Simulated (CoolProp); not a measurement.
The numbers come from the reference Helmholtz-energy equation of state, Thol 2014 in CoolProp.

Question: Give the vapour pressure (bar), vapour density (kg/m³), enthalpy of vaporisation (kJ/kg), surface tension (mN/m) of saturated diethyl ether at 353.2, 356.5, 359.9 K.

Answer: 
| T (K) | p (bar) | vapour density (kg/m³) | enthalpy of vaporisation (kJ/kg) | surface tension (mN/m) |
|---|---|---|---|---|
| 353.2 | 4.03 | 11.5 | 314 | 10.2 |
| 356.5 | 4.38 | 12.5 | 310 | 9.79 |
| 359.9 | 4.77 | 13.6 | 307 | 9.42 |

Surface tension comes from a separate correlation (Mulero 2014).
